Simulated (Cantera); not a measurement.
**Equilibrium for boron, boron nitride and boron oxide: BCl3 + O2 + N2 + H2O**

A closed system holds: 1 mol BCl3, 1.1 mol O2, 78 mol N2, 0.091 mol H2O, at 3.60 mbar.

Equilibrium computed with Cantera from the NASA thermochemical tables; the gas is ideal and each condensed phase is pure. Candidate condensed phases: B, BN, B2O3, B3O3H3, H2O, NH4Cl; 49 gas species. The tables' values for BOCl are old estimates; treat these amounts as uncertain. The numbers say what is thermodynamically allowed, not how fast it happens.

```csv
T (K),x N2,x Cl,x Cl2,x B2O3,x O2,x HCl,x BOCl,x BO2,n B2O3(l)
1175,0.972,0.00714,0.0140,1.11e-6,0.00491,0.00226,4.31e-6,1.32e-7,0.500
1225,0.970,0.0111,0.0120,5.69e-6,0.00490,0.00225,1.38e-5,5.27e-7,0.499
1275,0.967,0.0160,0.00945,2.55e-5,0.00488,0.00224,3.87e-5,1.88e-6,0.496
1325,0.965,0.0212,0.00679,0.000102,0.00487,0.00222,9.41e-5,6.07e-6,0.487
1375,0.962,0.0258,0.00440,0.000365,0.00486,0.00219,0.000201,1.80e-5,0.459
1425,0.959,0.0292,0.00260,0.00119,0.00485,0.00213,0.000382,4.93e-5,0.381
1475,0.956,0.0312,0.00144,0.00358,0.00484,0.00203,0.000660,0.000126,0.167
1525,0.953,0.0323,0.000792,0.00546,0.00479,0.00194,0.000795,0.000223,0
1575,0.953,0.0331,0.000441,0.00541,0.00471,0.00190,0.000765,0.000310,0
1625,0.952,0.0335,0.000251,0.00535,0.00463,0.00186,0.000732,0.000423,0
1675,0.952,0.0338,0.000146,0.00527,0.00453,0.00182,0.000698,0.000564,0
```
x: gas mole fraction; n: condensed amount in mol.

From 1175 K to 1475 K the condensed part is B2O3(l). From 1525 K to 1675 K nothing is condensed.
